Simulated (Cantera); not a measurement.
A perfectly stirred reactor is fed with 17.4 % H₂, 82.6 % O₂, equivalence ratio 0.10, at 0.00572 atm; it is held at 1050 K, and followed from long to short residence time.

Computed with Cantera and GRI-Mech 3.0 (53 species, 325 reactions). Radical loss at walls, strong at low pressure, is not modelled. The temperature is held fixed by assumption; the heat of reaction is taken as removed at once.

Task: Predict: x(H₂) at τ = 20.0 s; x(O₂) at τ = 20.0 s; x(HO₂) at τ = 20.0 s; x(OH) at τ = 20.0 s; x(H₂O) at τ = 20.0 s; x(H₂) at τ = 61.0 ms; x(O₂) at τ = 61.0 ms; x(HO₂) at τ = 61.0 ms; x(OH) at τ = 61.0 ms; x(H₂O) at τ = 61.0 ms.

Result: 
- x(H₂) at τ = 20.0 s = 0.000223
- x(O₂) at τ = 20.0 s = 0.809
- x(HO₂) at τ = 20.0 s = 2.00e-6
- x(OH) at τ = 20.0 s = 0.000616
- x(H₂O) at τ = 20.0 s = 0.189
- x(H₂) at τ = 61.0 ms = 0.00720
- x(O₂) at τ = 61.0 ms = 0.779
- x(HO₂) at τ = 61.0 ms = 5.58e-6
- x(OH) at τ = 61.0 ms = 0.00415
- x(H₂O) at τ = 61.0 ms = 0.164
